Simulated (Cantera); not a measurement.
**Catalytic stagnation flow on Pt**

A jet of CH4 : O2 : N2 = 0.03 : 0.069 : 0.79 (molar parts) at 300 K and 42.0 Torr hits a platinum plate 2.2 cm away at a mass flux of 0.093 kg/m²/s; the plate temperature is set and raised in steps from an oxygen-covered start.

Detailed kinetics in Cantera: Deutschmann's 1995 Pt surface mechanism with GRI-Mech 3.0 gas chemistry. Catalytic surfaces can have several steady states; this one follows from the mechanism file's or the stated starting coverage.

| plate T (K) | wall x CH4 | wall x O2 | wall x H2O | wall x OH | wall x CO | wall x CO2 | θ free Pt | θ O* |
|---|---|---|---|---|---|---|---|---|
| 900 | 0.0258 | 0.0608 | 0.0149 | 2.64e-8 | 1.15e-5 | 0.00968 | 0.263 | 0.736 |
| 950 | 0.0216 | 0.0519 | 0.0226 | 8.84e-8 | 1.37e-5 | 0.0148 | 0.346 | 0.653 |
| 1000 | 0.0177 | 0.0436 | 0.0298 | 2.46e-7 | 1.58e-5 | 0.0195 | 0.431 | 0.568 |
| 1050 | 0.0146 | 0.0369 | 0.0356 | 6.00e-7 | 1.80e-5 | 0.0234 | 0.515 | 0.484 |
| 1100 | 0.0121 | 0.0318 | 0.0401 | 1.31e-6 | 2.09e-5 | 0.0263 | 0.594 | 0.405 |
| 1150 | 0.0104 | 0.0281 | 0.0432 | 2.60e-6 | 2.47e-5 | 0.0284 | 0.666 | 0.333 |
| 1200 | 0.00909 | 0.0255 | 0.0455 | 4.79e-6 | 3.01e-5 | 0.0299 | 0.729 | 0.270 |
x: mole fraction at the wall; θ: surface coverage.
